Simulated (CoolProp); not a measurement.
A closed Brayton cycle with nitrogen: compressor inlet 322.15 K and 3.8 MPa, high pressure 10.3 MPa, turbine inlet 785 K, compressor efficiency 0.85, turbine efficiency 0.93, recuperator effectiveness 0.8 (on enthalpy, no pinch check). Each further row changes one setting.

The numbers come from the reference Helmholtz-energy equation of state, Span 2000 in CoolProp.

| case | thermal efficiency (%) | net work (kJ/kg) | compressor to turbine work | compressor exit (K) | turbine exit (K) |
|---|---|---|---|---|---|
| as stated | 26.6 | 62.0 | 0.68 | 448.3 | 611.8 |
| turbine inlet 735 K | 23.3 | ? | 0.73 | 448.3 | 571.3 |
| compressor inlet 332.15 K | 25.1 | 57.7 | 0.70 | 462.0 | 611.8 |
| high pressure 8.76 MPa | ? | ? | ? | 425.3 | ? |
| recuperator effectiveness 0.5 | ? | 62.0 | 0.68 | 448.3 | 611.8 |

Question: What belongs in the gaps?

Answer: 
- turbine inlet 735 K, net work (kJ/kg): 49.4
- high pressure 8.76 MPa, thermal efficiency (%): 27.0
- high pressure 8.76 MPa, net work (kJ/kg): 58.1
- high pressure 8.76 MPa, compressor to turbine work: 0.65
- high pressure 8.76 MPa, turbine exit (K): 637.3
- recuperator effectiveness 0.5, thermal efficiency (%): 21.7
